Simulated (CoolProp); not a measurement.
Vapour-liquid equilibrium of R22 (1) + R123 (2) at 0.208 MPa; x and y are mole fractions of (1).

Values from CoolProp's multi-fluid Helmholtz-energy mixture model, Kamei 1995 and Younglove 1994; pair parameters Bell 2016.

```
x     bubble temperature (°C)  y at the bubble point  dew temperature at overall composition x (°C)  liquid density (mol/L)
----  -----------------------  ---------------------  ---------------------------------------------  ----------------------
0.05                     39.5                  0.292                                           47.8                   9.485
0.2                      16.7                  0.730                                           42.8                   10.43
0.35                      2.2                  0.879                                           37.2                   11.32
0.5                      -7.3                  0.939                                           30.5                   12.22
0.65                    -13.9                  0.968                                           22.2                   13.15
0.8                     -18.8                  0.985                                           10.8                   14.17
0.95                    -22.9                  0.997                                           -9.6                   15.31
```

No azeotrope shows between x = 0.05 and 0.95.

Pair parameters are fitted to limited data, so mixtures are less certain than the pure fluids. The gap from Raoult's law changes sign with composition, which may be real or a fault of the pair parameters; it wasn't checked against measurements.
